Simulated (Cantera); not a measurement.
Feed: 1 mol SiF4, 0.9 mol N2O, equilibrated at 750 K and 4.20 Torr.

These are equilibrium values from Cantera (NASA tables, ideal gas, pure condensed phases), not measurements of a reactor. Candidate condensed phases: Si, SiO2, Si2N2O, Si3N4; 28 gas species. Kinetics and transport are ignored.

Base state: SiF4 0.426, N2 0.383, O2 0.191 (mole fractions); condensed: gas only.

### Question
What changes in the equilibrium state with this change: temperature from 750 K to 1573.15 K?

### Answer
```csv
species,before,after
SiF4,0.426,0.426
N2,0.383,0.382
O2,0.191,0.191
NO,5.34e-7,0.00114
O,<1e-9,6.11e-5
F,<1e-9,1.36e-5
```

### Question
What changes in the equilibrium state with this change: N2O from 0.9 to 0.2 mol?

### Answer
```json
[
 {"species": "SiF4", "before": "0.426", "after": "0.769"},
 {"species": "N2", "before": "0.383", "after": "0.154"},
 {"species": "O2", "before": "0.191", "after": "0.0769"}
]
```
